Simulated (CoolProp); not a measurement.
A single-stage vapour-compression cycle with R141b: evaporating at 322.15 K (dew point), condensing at 376.15 K (bubble point), superheat 2 K, subcooling 8 K, compressor efficiency 0.8, no pressure losses. Each further row changes one setting.

The numbers come from the reference Helmholtz-energy equation of state, Lemmon 2006 in CoolProp. It is a short technical equation, of lower accuracy than the large ones.

```
case                              cooling COP  pressure ratio  discharge temperature (K)  refrigerating effect (kJ/kg)  volumetric capacity (kJ/m³)
--------------------------------  -----------  --------------  -------------------------  ----------------------------  ---------------------------
as stated                                4.05            4.08                      381.4                           159                         1300
evaporating temperature 327.15 K         4.62            3.51                      380.7                           163                         1530
condensing temperature 371.15 K          4.57            3.65                      376.5                           166                         1350
subcooling 13 K                          4.21            4.08                      381.4                           165                         1350
superheat 12 K                           4.10            4.08                      391.6                           168                         1320
compressor efficiency 0.7                3.54            4.08                      387.0                           159                         1300
```
